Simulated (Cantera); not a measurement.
Input: 1 mol Si3N4, 3.6 mol O2, 0.53 mol H2, at 1798.15 K and 100 Torr.

Method: chemical equilibrium by Gibbs-energy minimisation in Cantera with the NASA 1993 tables (ideal gas, pure condensed phases). The tables hold silica as quartz up to 1696 K and as liquid above; real silica turns to tridymite and cristobalite and melts near 1996 K. Gases not in the tables: Si(OH)4. Equilibrium is a limit: real reactors are often held back by kinetics, nucleation or transport.

```csv
species,before,after
N2,0.696,0.698
H2O,0.184,0.185
O2,0.115,0.117
NO,0.00287,0.000195
O,0.000111,6.23e-8
H2,7.87e-5,4.92e-8
OH,0.00132,1.09e-5
"SiO2(condensed), mol",3.00,0
"SiO2(β-quartz), mol",0,3.00
```
Gas species are given as mole fractions.

### Question
Which change was made?
A. temperature from 1798.15 K to 1248 K
B. O2 from 3.6 to 0.15 mol
C. temperature from 1798.15 K to 1898.15 K
D. temperature from 1798.15 K to 1675 K

### Answer
A, temperature from 1798.15 K to 1248 K
